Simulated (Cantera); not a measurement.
A Cantera script and what it prints.

```python
import numpy as np
import cantera as ct

gas_names = """
    CL CL2 H HCL H2 Na NaCL NaH Na2 Na2CL2
""".split()
cond_names = """
    Na(cr) Na(L) NaCL(s) NaCL(L)
""".split()


# ... load() reads the species with a 1 bar reference pressure and builds the phases ...
atoms = {
    'NaCl': {'Na': 1, 'CL': 1},
    'HCl': {'H': 1, 'CL': 1},
    'H2': {'H': 2},
}
top_T = {}  # K; cautious upper limits of use, not melting points


# ... equilibrate(T, P, feed) seeds the gas with the atoms and calls Mixture.equilibrate('TP', solver="vcs", rtol=1e-11, max_steps=5000) ...
results = []
feed = {'NaCl': 1, 'HCl': 4.3, 'H2': 100}  # mol
for P in [0.1, 1, 10, 100, 1000, 10000, 100000]:
    for T in [873, 973, 1073, 1173, 1273, 1373, 1473, 1573, 1673, 1773, 1873, 1973, 2073]:
        mix = equilibrate(T, P, feed)
        results.append((T, P, feed, dict(zip(mix.species_names, mix.species_moles))))

for T, P, feed, n in results:
    print(f"{T:7g} {P:10.4g}  " + (" + ".join(c for c in cond_names if n.get(c, 0) > 1e-12) or "gas only"))
```

Output:

```
    873        0.1  gas only
    973        0.1  gas only
   1073        0.1  gas only
   1173        0.1  gas only
   1273        0.1  gas only
   1373        0.1  gas only
   1473        0.1  gas only
   1573        0.1  gas only
   1673        0.1  gas only
   1773        0.1  gas only
   1873        0.1  gas only
   1973        0.1  gas only
   2073        0.1  gas only
    873          1  gas only
    973          1  gas only
   1073          1  gas only
   1173          1  gas only
   1273          1  gas only
   1373          1  gas only
   1473          1  gas only
   1573          1  gas only
   1673          1  gas only
   1773          1  gas only
   1873          1  gas only
   1973          1  gas only
   2073          1  gas only
    873         10  gas only
    973         10  gas only
   1073         10  gas only
   1173         10  gas only
   1273         10  gas only
   1373         10  gas only
   1473         10  gas only
   1573         10  gas only
   1673         10  gas only
   1773         10  gas only
   1873         10  gas only
   1973         10  gas only
   2073         10  gas only
    873        100  NaCL(s)
    973        100  gas only
   1073        100  gas only
   1173        100  gas only
   1273        100  gas only
   1373        100  gas only
   1473        100  gas only
   1573        100  gas only
   1673        100  gas only
   1773        100  gas only
   1873        100  gas only
   1973        100  gas only
   2073        100  gas only
    873       1000  NaCL(s)
    973       1000  NaCL(s)
   1073       1000  gas only
   1173       1000  gas only
   1273       1000  gas only
   1373       1000  gas only
   1473       1000  gas only
   1573       1000  gas only
   1673       1000  gas only
   1773       1000  gas only
   1873       1000  gas only
   1973       1000  gas only
   2073       1000  gas only
    873      1e+04  NaCL(s)
    973      1e+04  NaCL(s)
   1073      1e+04  NaCL(s)
   1173      1e+04  gas only
   1273      1e+04  gas only
   1373      1e+04  gas only
   1473      1e+04  gas only
   1573      1e+04  gas only
   1673      1e+04  gas only
   1773      1e+04  gas only
   1873      1e+04  gas only
   1973      1e+04  gas only
   2073      1e+04  gas only
    873      1e+05  NaCL(s)
    973      1e+05  NaCL(s)
   1073      1e+05  NaCL(s)
   1173      1e+05  NaCL(L)
   1273      1e+05  gas only
   1373      1e+05  gas only
   1473      1e+05  gas only
   1573      1e+05  gas only
   1673      1e+05  gas only
   1773      1e+05  gas only
   1873      1e+05  gas only
   1973      1e+05  gas only
   2073      1e+05  gas only
```

Equilibrium computed with Cantera from the NASA thermochemical tables; the gas is ideal and each condensed phase is pure.
